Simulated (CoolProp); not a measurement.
Vapour pressure (bar) of R1234ze(Z): the reference equation beside estimates from Tc = 150.1 °C, pc = 35.31 bar, ω = 0.327.

Values from CoolProp's reference Helmholtz-energy equation of state, Akasaka 2019.

```tsv
T (°C)	reference	Lee-Kesler	van der Waals	Redlich-Kwong	Peng-Robinson
28.35	1.990	1.995	7.731	3.570	1.985
41.35	3.022	3.045	9.530	5.009	3.020
54.35	4.425	4.469	11.58	6.815	4.428
67.35	6.276	6.341	13.89	9.031	6.291
80.35	8.663	8.742	16.47	11.70	8.697
93.35	11.68	11.76	19.33	14.86	11.74
106.35	15.43	15.50	22.48	18.55	15.53
119.25	19.99	20.05	25.89	22.76	20.13
132.25	25.57	25.63	29.64	27.61	25.75
```

Absolute difference from the reference over all 9 rows, mean and median: Lee-Kesler 0.6 and 0.7 %, van der Waals 114.8 and 90.1 %, Redlich-Kwong 38.6 and 35.1 %, Peng-Robinson 0.4 and 0.4 %.
